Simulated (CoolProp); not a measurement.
The fluid at 293.15 K and 9.61 MPa is throttled through a valve to 3.1 MPa with no heat exchange. The same conditions are run with several fluids, on thermodynamics alone (safety and materials aside).

Computed with CoolProp (reference Helmholtz-energy equation of state of each fluid (carbon monoxide: Lemmon 2006; oxygen: Schmidt 1985; fluorine: de Reuck 1990; normal hydrogen: Leachman 2009; C2F6 (R116): Lemmon 2006)).

### Question
Rank carbon monoxide, oxygen, fluorine, normal hydrogen, C2F6 (R116) by temperature change (K), highest first.

### Answer
normal hydrogen (+2.1), C2F6 (R116) (-6.1), fluorine (-11.5), carbon monoxide (-13.7), oxygen (-16.4)

```csv
fluid,final phase,final density (kg/m³)
carbon monoxide,gas,37.9
oxygen,gas,44.3
fluorine,gas,51.2
normal hydrogen,supercritical,2.50
C2F6 (R116),liquid,1010
```
